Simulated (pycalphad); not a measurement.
Computed with pycalphad from the COST 507 light-alloy database (1999), at 1 atm. The database dates from 1999; later assessments differ in places, in temperatures and in the compounds included. Phase fractions are per mole of atoms.

Question: Give the equilibrium state of Al-2.24Mn-4.37Si (at.%) at 770 K.

Answer: 
```
T = 770.00 K, P = 101325 Pa, N = 1 mol of atoms
G = -30527 J/mol, H = 10231 J/mol, S = 52.93 J/(mol K)  (SER reference)
chemical potentials (J/mol): Al -28589, Mn -131375, Si -20243
phase             fraction      x(Al)      x(Mn)      x(Si)
FCC_A1              0.8504     0.9925   0.000101     0.0074
ALMNSI_ALPHA        0.1283     0.7002     0.1739     0.1259
DIAMOND_A4          0.0212    1.7e-07       none     1.0000
```

Question: Give the equilibrium state of Al-2.24Mn-4.37Si (at.%) at 890 K.

Answer: FCC_A1, fraction 0.495, with 0.10 Mn, 0.73 Si at.%; LIQUID, fraction 0.385, with 0.30 Mn, 6.7 Si at.%; ALMNSI_ALPHA, fraction 0.119, with 17.4 Mn, 12.1 Si at.%.

Database names, with the compositions (at.%) that they take in these runs: ALMNSI_ALPHA: Al 70-72 Mn 17 Si 11-13. FCC_A1 is fcc; DIAMOND_A4 is diamond (Si). An entry "none" or "no" means that the model of the phase leaves that element out.
